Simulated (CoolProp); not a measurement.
Vapour-liquid equilibrium of ethylene (1) + ethane (2) at 242.2 K; x and y are mole fractions of (1).

Computed with CoolProp (multi-fluid Helmholtz-energy mixture model, Smukala 2000 and Bücker 2006; pair parameters Bell 2016).

| x | bubble pressure, mixture model (MPa) | bubble pressure, Raoult's law (MPa) | y, mixture model | y, Raoult's law |
|---|---|---|---|---|
| 0.05 | 1.084 | 1.077 | 0.085 | 0.088 |
| 0.125 | 1.156 | 1.141 | 0.196 | 0.207 |
| 0.2 | 1.223 | 1.205 | 0.293 | 0.313 |
| 0.275 | 1.287 | 1.268 | 0.381 | 0.409 |
| 0.35 | 1.350 | 1.332 | 0.461 | 0.495 |
| 0.425 | 1.411 | 1.396 | 0.535 | 0.574 |
| 0.5 | 1.472 | 1.460 | 0.606 | 0.646 |
| 0.575 | 1.532 | 1.524 | 0.672 | 0.712 |
| 0.65 | 1.592 | 1.588 | 0.736 | 0.772 |
| 0.725 | 1.653 | 1.652 | 0.797 | 0.828 |
| 0.8 | 1.715 | 1.716 | 0.855 | 0.879 |
| 0.875 | 1.778 | 1.780 | 0.911 | 0.927 |
| 0.95 | 1.843 | 1.844 | 0.965 | 0.972 |

The largest gap from Raoult's law is +1.5 % in bubble pressure, at x = 0.2. No azeotrope shows between x = 0.05 and 0.95.

The pair parameters rest on a limited set of measurements; away from them the model extrapolates.
